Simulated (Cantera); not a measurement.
A closed system holds: 1 mol SiHCl3, 0.19 mol NH3, 20 mol N2, held at 500 °C and 20.0 mbar.

Method: chemical equilibrium by Gibbs-energy minimisation in Cantera with the NASA 1993 tables (ideal gas, pure condensed phases). Candidate condensed phases: NH4Cl, Si, Si3N4; 28 gas species. Equilibrium is a limit: real reactors are often held back by kinetics, nucleation or transport.

Base state: N2 0.916, HCl 0.0525, SiCl4 0.0217, H2 0.0102 (mole fractions); condensed: Si3N4(s).

Q: What changes in the equilibrium state with this change: temperature from 500 °C to 1277 °C?

A: 
| species | before | after |
|---|---|---|
| N2 | 0.916 | 0.901 |
| HCl | 0.0525 | 0.0512 |
| SiCl2 | <1e-9 | 0.0322 |
| SiCl4 | 0.0217 | 0.00161 |
| H2 | 0.0102 | 0.00974 |
| Cl | <1e-9 | 9.22e-5 |
| SiCl3 | 7.29e-8 | 0.00431 |
| Si3N4(s), mol | 0.178 | 0.0510 |
The tables' values for SiCl3 are old estimates; treat these amounts as uncertain.

Q: What changes in the equilibrium state with this change: N2 from 20 to 2.5 mol?

A: 
| species | before | after |
|---|---|---|
| N2 | 0.916 | 0.565 |
| HCl | 0.0525 | 0.219 |
| SiCl4 | 0.0217 | 0.131 |
| H2 | 0.0102 | 0.0847 |
| SiHCl3 | 2.64e-6 | 3.18e-5 |
| Si3N4(s), mol | 0.178 | 0.157 |
